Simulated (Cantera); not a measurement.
What does this Cantera script print?

```python
import numpy as np
import cantera as ct

gas_names = """
    H HO2 H2 H2O H2O2 O OH O2 O3 Si SiH SiH2 SiH3 SiH4 SiO SiO2 Si2 Si3
""".split()
cond_names = """
    H2O(s) H2O(L) Si(cr) Si(L) SiO2(Lqz) SiO2(hqz) SiO2(L)
""".split()


# ... load() reads the species with a 1 bar reference pressure and builds the phases ...
atoms = {
    'Si': {'Si': 1},
    'H2O': {'H': 2, 'O': 1},
    'H2': {'H': 2},
    'O2': {'O': 2},
}
top_T = {}  # K; cautious upper limits of use, not melting points


# ... equilibrate(T, P, feed) seeds the gas with the atoms and calls Mixture.equilibrate('TP', solver="vcs", rtol=1e-11, max_steps=5000) ...
results = []
feed = {'Si': 1, 'H2O': 1.5, 'H2': 320, 'O2': 0.099}  # mol
T = 1200  # K
P = 0.28  # Pa
mix = equilibrate(T, P, feed)
results.append((T, P, feed, dict(zip(mix.species_names, mix.species_moles))))
x = sorted(zip(gas.X, gas.species_names), reverse=True)
print(f"T = {T:g} K  P = {P:g} Pa  gas = {mix.phase_moles(0):.4g} mol")
print("   x: " + "  ".join(f"{s} {v:.3e}" for v, s in x if v > 0.0001))
print("   condensed (mol): " + ("  ".join(f"{mix.phase(i).name} {mix.phase_moles(i):.4g}"
      for i in range(1, mix.n_phases) if mix.phase_moles(i) > 1e-12) or "none"))
```

It prints:

```
T = 1200 K  P = 0.28 Pa  gas = 321.8 mol
   x: H2 9.989e-01  SiO 9.501e-04  H 1.179e-04
   condensed (mol): SiO2(hqz) 0.6942
```

Cantera equilibrium calculation (NASA polynomials, part measured and part estimated; ideal gas, pure solids and liquids). The tables hold silica as quartz up to 1696 K and as liquid above; real silica turns to tridymite and cristobalite and melts near 1996 K.
